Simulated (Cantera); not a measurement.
Input: 1 mol Cu, 0.021 mol H2O, 3 mol N2, 6.1 mol CO, equilibrated at 550 °C and 75.0 Torr.

These are equilibrium values from Cantera (NASA tables, ideal gas, pure condensed phases), not measurements of a reactor. Candidate condensed phases: C, C6H6, C7H8, C8H18, Cu, CuO, Cu(OH)2, Cu2O, H2O; 139 gas species. Rates play no part.

Base state: N2 0.431, CO2 0.311, CO 0.255, H2 0.00225, H2O 0.000761 (mole fractions); condensed: C(graphite) + Cu(s).

### Question
What changes in the equilibrium state with this change: N2 from 3 to 130 mol?

### Answer
```tsv
species	before	after
N2	0.431	0.960
CO	0.255	0.0341
CO2	0.311	0.00556
H2O	0.000761	6.70e-6
H2	0.00225	0.000148
C(graphite), mol	2.15	0.733
Cu(s), mol	1.00	1.00
```
